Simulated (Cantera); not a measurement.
An isothermal, constant-pressure homogeneous reactor starts with H2 : O2 = 0.33 : 1 (molar parts), at 925 K and 380 Pa.

Cantera simulation using the H2/O2 subset of GRI-Mech 3.0, which has no nitrogen chemistry; the numbers are that mechanism's predictions, not measurements. Radical loss at walls, strong at low pressure, is not modelled. Below about 950 K walls govern HO2 and H2O2 in real vessels. The temperature is held fixed by assumption; the heat of reaction is taken as removed at once.

x: mole fraction; the columns are a selection and need not sum to one.

```tsv
t (s)	x H2	x O2	x H2O	x H	x HO2	x O
2.00e-6	0.248	0.752	<1e-12	<1e-12	<1e-12	<1e-12
1.83e-5	0.248	0.752	<1e-12	1.02e-12	1.03e-12	<1e-12
0.000168	0.248	0.752	<1e-12	9.09e-12	9.43e-12	<1e-12
0.00154	0.248	0.752	1.04e-10	1.45e-10	8.72e-11	4.54e-11
0.0141	0.248	0.752	?	?	?	?
0.130	0.00211	0.710	0.276	0.00508	6.32e-6	0.00539
1.19	1.01e-5	0.717	0.283	1.29e-6	4.57e-7	2.43e-5
10.9	?	0.717	0.283	?	?	?
100	1.31e-8	0.717	0.283	1.38e-10	1.55e-9	5.53e-8
```

### Question
What belongs in the gaps?

### Answer

- 0.0141, x H2O: 0.000103
- 0.0141, x H: 7.54e-5
- 0.0141, x HO2: 5.95e-7
- 0.0141, x O: 2.71e-5
- 10.9, x H2: 2.05e-7
- 10.9, x H: 6.97e-9
- 10.9, x HO2: 1.89e-8
- 10.9, x O: 7.51e-7
